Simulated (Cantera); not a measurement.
A closed system holds: 1 mol trisilylamine, a varied amount of N2, 0.12 mol H2, held at 1198 K and 16.0 Pa.

These are equilibrium values from Cantera (NASA tables, ideal gas, pure condensed phases), not measurements of a reactor. Candidate condensed phases: Si, Si3N4; 18 gas species. The feed counts by its element totals alone. Mutual solubility and eutectic melting of coexisting phases are not modelled. Rates play no part.

### Question
At 1.4 mol N2, list the 3 most abundant gas species with their mole fractions, and the condensed phases.

### Answer
H2 1.000, N2 0.000167, H 1.50e-5. Condensed: Si(s) + Si3N4(s).
